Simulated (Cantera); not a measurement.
An adiabatic, constant-pressure homogeneous reactor starts with CH4 : O2 : N2 = 1 : 2.78 : 10.4 (molar parts), equivalence ratio 0.72, at 1125 K and 290000 Pa. Integrator tolerance rtol = 1e-08.

Model: GRI-Mech 3.0 (53 species, 325 reactions), integrated in Cantera.

Problem. What does this change do: constant volume in place of constant pressure?

Solution. 
```
quantity                                                              before                                      after
---------------------------------  -----------------------------------------  -----------------------------------------
time of steepest temperature rise                                    41.4 ms                                    40.0 ms
temperature at 6.00 s                                                 2453 K                                     2691 K
equilibrium temperature                                               2453 K                                     2691 K
x(CH4) at 6.00 s                       <1e-12 (gas-phase equilibrium <1e-12)      <1e-12 (gas-phase equilibrium <1e-12)
x(O2) at 6.00 s                        0.0504 (gas-phase equilibrium 0.0504)      0.0492 (gas-phase equilibrium 0.0492)
x(CH3) at 6.00 s                       <1e-12 (gas-phase equilibrium <1e-12)      <1e-12 (gas-phase equilibrium <1e-12)
x(H) at 6.00 s                     0.000493 (gas-phase equilibrium 0.000493)    0.00117 (gas-phase equilibrium 0.00117)
x(CH2O) at 6.00 s                  9.51e-12 (gas-phase equilibrium 9.51e-12)  8.51e-11 (gas-phase equilibrium 8.51e-11)
```

Problem. What does this change do: initial temperature 1125 to 1525 K?

Solution. 
| quantity | before | after |
|---|---|---|
| time of steepest temperature rise | 41.4 ms | 0.359 ms |
| temperature at 6.00 s | 2453 K | 2679 K |
| equilibrium temperature | 2453 K | 2679 K |
| x(CH4) at 6.00 s | <1e-12 (gas-phase equilibrium <1e-12) | <1e-12 (gas-phase equilibrium <1e-12) |
| x(O2) at 6.00 s | 0.0504 (gas-phase equilibrium 0.0504) | 0.0503 (gas-phase equilibrium 0.0503) |
| x(CH3) at 6.00 s | <1e-12 (gas-phase equilibrium <1e-12) | <1e-12 (gas-phase equilibrium <1e-12) |
| x(H) at 6.00 s | 0.000493 (gas-phase equilibrium 0.000493) | 0.00207 (gas-phase equilibrium 0.00207) |
| x(CH2O) at 6.00 s | 9.51e-12 (gas-phase equilibrium 9.51e-12) | 6.83e-11 (gas-phase equilibrium 6.83e-11) |
